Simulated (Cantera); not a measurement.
# Equilibrium for silicon nitride deposition: SiH₂Cl₂ + N₂

Charge: 1 mol SiH₂Cl₂, 10 mol N₂, held at 925 °C and 0.0133 bar.

Cantera equilibrium calculation (NASA polynomials, part measured and part estimated; ideal gas, pure solids and liquids). Candidate condensed phases: NH₄Cl, Si, Si₃N₄; 28 gas species. N₂ is the only nitrogen source here; it is nearly inert below about 1500 K, so the nitride shown seldom forms there in practice. The tables' values for SiCl₃ are old estimates; treat these amounts as uncertain. Kinetics and transport are ignored.

- x(N₂) = 0.836
- x(HCl) = 0.123
- x(H₂) = 0.0271
- x(SiCl₄) = 0.0130
- x(SiCl₃) = 0.000587
- x(SiCl₂) = 0.000235
- x(SiHCl₃) = 7.71e-5
- x(Cl) = 1.07e-6
- n(Si₃N₄(s)) = 0.281 mol
- gas amount = 11.29 mol
- log10 activity of Si(s) (absent) = -3.75
